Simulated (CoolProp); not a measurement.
A simple Rankine cycle with R245ca: condensing at 304.15 K, boiler at 3.42 MPa, turbine inlet 449 K, turbine efficiency 0.6, pump efficiency 0.7, no recuperator. Each further row changes one setting.

Values from CoolProp's reference Helmholtz-energy equation of state, Zhou 2016.

```tsv
case	thermal efficiency (%)	net work (kJ/kg)	heat in (kJ/kg)	turbine exit temperature (K)	volume ratio over the turbine
as stated	12.2	37.1	304	371.0	38.0
condensing temperature 296.15 K	13.0	40.8	315	366.9	51.3
boiler pressure 2.39 MPa	11.5	37.5	326	391.1	21.7
turbine efficiency 0.5	10.0	30.3	304	377.4	38.7
```
